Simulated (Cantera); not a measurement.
A closed system holds: 1 mol SiH4, 0.14 mol NO, 61 mol N2, held at 63.0 mbar.

Equilibrium computed with Cantera from the NASA thermochemical tables; the gas is ideal and each condensed phase is pure. Candidate condensed phases: H2O, Si, SiO2, Si2N2O, Si3N4; 35 gas species. Mutual solubility and eutectic melting of coexisting phases are not modelled. Rates play no part.

Which condensed phases are stable at each of these points (T (K)): 998, 1098, 1198, 1298, 1398, 1498, 1598, 1698, 1798, 1898?


```json
[
 {"T (K)": "998", "condensed phases": "Si2N2O(s) + Si3N4(s)", "Si condensed (%)": "100.0"},
 {"T (K)": "1098", "condensed phases": "Si2N2O(s) + Si3N4(s)", "Si condensed (%)": "100.0"},
 {"T (K)": "1198", "condensed phases": "Si2N2O(s) + Si3N4(s)", "Si condensed (%)": "100.0"},
 {"T (K)": "1298", "condensed phases": "Si2N2O(s) + Si3N4(s)", "Si condensed (%)": "100.0"},
 {"T (K)": "1398", "condensed phases": "Si2N2O(s) + Si3N4(s)", "Si condensed (%)": "100.0"},
 {"T (K)": "1498", "condensed phases": "Si2N2O(s) + Si3N4(s)", "Si condensed (%)": "100.0"},
 {"T (K)": "1598", "condensed phases": "Si2N2O(s) + Si3N4(s)", "Si condensed (%)": "99.9"},
 {"T (K)": "1698", "condensed phases": "Si2N2O(s) + Si3N4(s)", "Si condensed (%)": "98.3"},
 {"T (K)": "1798", "condensed phases": "Si3N4(s)", "Si condensed (%)": "85.9"},
 {"T (K)": "1898", "condensed phases": "Si3N4(s)", "Si condensed (%)": "84.8"}
]
```

From 998 K to 1698 K the condensed part is Si2N2O(s) + Si3N4(s). From 1798 K to 1898 K the condensed part is Si3N4(s).
